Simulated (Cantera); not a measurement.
A Cantera script and what it prints.

```python
import numpy as np
import cantera as ct

gas_names = """
    Cu CuF CuF2 Cu2 F F2 N NF NF2 NF3 N2
""".split()
cond_names = """
    Cu(cr) Cu(L) CuF2(s) CuF2(L)
""".split()


# ... load() reads the species with a 1 bar reference pressure and builds the phases ...
atoms = {
    'Cu': {'Cu': 1},
    'F2': {'F': 2},
    'N2': {'N': 2},
}
top_T = {}  # K; cautious upper limits of use, not melting points


# ... equilibrate(T, P, feed) seeds the gas with the atoms and calls Mixture.equilibrate('TP', solver="vcs", rtol=1e-11, max_steps=5000) ...
results = []
feed = {'Cu': 1, 'F2': 0.61, 'N2': 2.5}  # mol
T = 500  # K
P = 1333.22  # Pa
mix = equilibrate(T, P, feed)
results.append((T, P, feed, dict(zip(mix.species_names, mix.species_moles))))
x = sorted(zip(gas.X, gas.species_names), reverse=True)
print(f"T = {T:g} K  P = {P:g} Pa  gas = {mix.phase_moles(0):.4g} mol")
print("   x: " + "  ".join(f"{s} {v:.3e}" for v, s in x if v > 0.0001))
print("   condensed (mol): " + ("  ".join(f"{mix.phase(i).name} {mix.phase_moles(i):.4g}"
      for i in range(1, mix.n_phases) if mix.phase_moles(i) > 1e-12) or "none"))
```

Output:

```
T = 500 K  P = 1333.22 Pa  gas = 2.5 mol
   x: N2 1.000e+00
   condensed (mol): Cu(cr) 0.39  CuF2(s) 0.61
```

Cantera equilibrium calculation (NASA polynomials, part measured and part estimated; ideal gas, pure solids and liquids).
